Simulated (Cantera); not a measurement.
An isothermal, constant-pressure homogeneous reactor starts with 45.5 % C₂H₄, 54.5 % H₂, at 1975 K and 20.0 Torr.

Model: GRI-Mech 3.0 (53 species, 325 reactions), integrated in Cantera. GRI-Mech 3.0 was tuned for natural gas; its chemistry of ethylene as a main component is partial and can be far from experiment. GRI-Mech 3.0 stops at C3 and has no aromatics, soot or wall deposition, so with more carbon than oxygen in the feed, carbon stays in small species such as C2H2 where larger ones or solid carbon would form. Radical loss at walls, strong at low pressure, is not modelled.

x: mole fraction; the columns are a selection and need not sum to one.

```json
[
 {"t (s)": "2.00e-5", "x C₂H₄": "0.449", "x H₂": "0.547", "x CH₄": "7.80e-9", "x C₂H": "1.14e-9", "x C₂H₂": "0.00403", "x CH₃": "1.55e-8", "x H": "(withheld)"},
 {"t (s)": "9.15e-5", "x C₂H₄": "0.427", "x H₂": "0.554", "x CH₄": "3.90e-7", "x C₂H": "2.34e-8", "x C₂H₂": "0.0185", "x CH₃": "1.94e-7", "x H": "(withheld)"},
 {"t (s)": "0.000418", "x C₂H₄": "0.333", "x H₂": "0.583", "x CH₄": "9.61e-6", "x C₂H": "4.21e-7", "x C₂H₂": "0.0830", "x CH₃": "8.69e-7", "x H": "(withheld)"},
 {"t (s)": "0.00191", "x C₂H₄": "0.0928", "x H₂": "0.658", "x CH₄": "6.27e-5", "x C₂H": "2.21e-6", "x C₂H₂": "0.248", "x CH₃": "1.12e-6", "x H": "(withheld)"},
 {"t (s)": "0.00875", "x C₂H₄": "0.000125", "x H₂": "0.686", "x CH₄": "8.93e-5", "x C₂H": "1.05e-5", "x C₂H₂": "0.312", "x CH₃": "3.48e-6", "x H": "(withheld)"},
 {"t (s)": "0.0400", "x C₂H₄": "4.71e-5", "x H₂": "0.683", "x CH₄": "8.40e-5", "x C₂H": "4.47e-5", "x C₂H₂": "0.311", "x CH₃": "1.39e-5", "x H": "(withheld)"},
 {"t (s)": "0.183", "x C₂H₄": "4.36e-5", "x H₂": "0.682", "x CH₄": "0.000104", "x C₂H": "5.46e-5", "x C₂H₂": "0.311", "x CH₃": "2.09e-5", "x H": "0.00697"},
 {"t (s)": "0.837", "x C₂H₄": "4.36e-5", "x H₂": "0.681", "x CH₄": "0.000143", "x C₂H": "5.46e-5", "x C₂H₂": "0.311", "x CH₃": "2.89e-5", "x H": "0.00697"},
 {"t (s)": "3.83", "x C₂H₄": "4.36e-5", "x H₂": "0.681", "x CH₄": "0.000148", "x C₂H": "5.46e-5", "x C₂H₂": "0.311", "x CH₃": "2.99e-5", "x H": "0.00697"},
 {"t (s)": "17.5", "x C₂H₄": "4.36e-5", "x H₂": "0.681", "x CH₄": "0.000148", "x C₂H": "5.46e-5", "x C₂H₂": "0.311", "x CH₃": "2.99e-5", "x H": "0.00697"},
 {"t (s)": "80.0", "x C₂H₄": "4.36e-5", "x H₂": "0.681", "x CH₄": "0.000148", "x C₂H": "5.46e-5", "x C₂H₂": "0.311", "x CH₃": "2.99e-5", "x H": "0.00697"}
]
```

Q: Fill in the missing entries.

A: 
- 2.00e-5, x H: 9.23e-6
- 9.15e-5, x H: 4.10e-5
- 0.000418, x H: 0.000172
- 0.00191, x H: 0.000342
- 0.00875, x H: 0.00135
- 0.0400, x H: 0.00571
